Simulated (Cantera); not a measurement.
A Cantera script and what it prints.

```python
import numpy as np
import cantera as ct

gas_names = [...]  # 113 gases of nasa_gas.yaml made of C, Cu, H, O
cond_names = """
    C(gr) C6H6(L) C7H8(L) C8H18(L),n-octa Cu(cr) Cu(L) CuO(s) CuO2H2(s) Cu2O(s) Cu2O(L) H2O(s) H2O(L)
""".split()


# ... load() reads the species with a 1 bar reference pressure and builds the phases ...
atoms = {
    'Cu': {'Cu': 1},
    'H2O': {'H': 2, 'O': 1},
    'CO': {'C': 1, 'O': 1},
}
top_T = {'C(gr)': 4500, 'CuO(s)': 1390}  # K; cautious upper limits of use, not melting points


# ... equilibrate(T, P, feed) seeds the gas with the atoms and calls Mixture.equilibrate('TP', solver="vcs", rtol=1e-11, max_steps=5000) ...
results = []
feed = {'Cu': 1, 'H2O': 0.76, 'CO': 0.55}  # mol
P = 75  # Pa
for T in [1173, 1198, 1223, 1248, 1273, 1298, 1323, 1348, 1373, 1398]:
    mix = equilibrate(T, P, feed)
    results.append((T, P, feed, dict(zip(mix.species_names, mix.species_moles))))

top = {s: max(r[3][s] / sum(r[3][g] for g in gas_names) for r in results) for s in gas_names}
cols = sorted((s for s in top if top[s] > 1e-06), key=lambda s: -top[s])[:6]
seen = [c for c in cond_names if any(r[3].get(c, 0) > 1e-12 for r in results)]
print("log10 of partial pressures in bar; condensed amounts in mol")
print(f"{'T/K':>10s}" + "".join(f"{s[:9]:>10s}" for s in cols + seen))
for T, P, feed, n in results:
    ng = sum(n[g] for g in gas_names)
    print(f"{T:10.4g}" + "".join(f"{np.log10(max(n[s] / ng * P / 1e5, 1e-99)):10.3f}" for s in cols)
          + "".join(f"{n.get(c, 0):10.4g}" for c in seen))
```

Output:

```
log10 of partial pressures in bar; condensed amounts in mol
       T/K       H2O       CO2        H2        CO        Cu         H    Cu(cr)     Cu(L)
      1173    -3.580    -3.765    -3.765    -3.845    -8.243    -8.811         1         0
      1198    -3.575    -3.773    -3.773    -3.835    -7.935    -8.607         1         0
      1223    -3.570    -3.780    -3.780    -3.827    -7.639    -8.412         1         0
      1248    -3.565    -3.788    -3.788    -3.818    -7.356    -8.225    0.9999         0
      1273    -3.561    -3.795    -3.795    -3.811    -7.084    -8.044    0.9999         0
      1298    -3.557    -3.802    -3.802    -3.804    -6.822    -7.871    0.9997         0
      1323    -3.553    -3.809    -3.809    -3.797    -6.571    -7.704    0.9995         0
      1348    -3.550    -3.816    -3.816    -3.791    -6.329    -7.544    0.9992         0
      1373    -3.546    -3.823    -3.823    -3.785    -6.102    -7.389         0    0.9986
      1398    -3.543    -3.829    -3.829    -3.780    -5.887    -7.240         0    0.9977
```

These are equilibrium values from Cantera (NASA tables, ideal gas, pure condensed phases), not measurements of a reactor.
